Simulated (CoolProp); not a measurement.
R1123 along the isotherm 334.2 K: fugacity coefficient from the reference equation and from simpler models built on Tc = 331.7 K, pc = 4.549 MPa, ω = 0.243; each cubic takes its own stable root.

The numbers come from the reference Helmholtz-energy equation of state, Akasaka 2020 in CoolProp.

```csv
p (MPa),phase,reference,Redlich-Kwong,Soave-Redlich-Kwong,Peng-Robinson
0.0216,gas,0.9984,0.9984,0.9984,0.9982
0.0349,gas,0.9974,0.9974,0.9975,0.9972
0.0563,gas,0.9958,0.9959,0.9959,0.9954
0.091,gas,0.9932,0.9933,0.9934,0.9926
0.147,gas,0.9890,0.9892,0.9893,0.9881
0.237,gas,0.9823,0.9827,0.9827,0.9808
0.384,gas,0.9714,0.9720,0.9721,0.9690
0.62,gas,0.9539,0.9549,0.9551,0.9501
1,gas,0.9261,0.9276,0.9279,0.9202
1.62,gas,0.8811,0.8836,0.8840,0.8723
2.61,gas,0.8102,0.8142,0.8149,0.7979
4.22,gas,0.6938,0.7002,0.7014,0.6788
6.82,supercritical,0.4930,0.5072,0.5095,0.4870
```
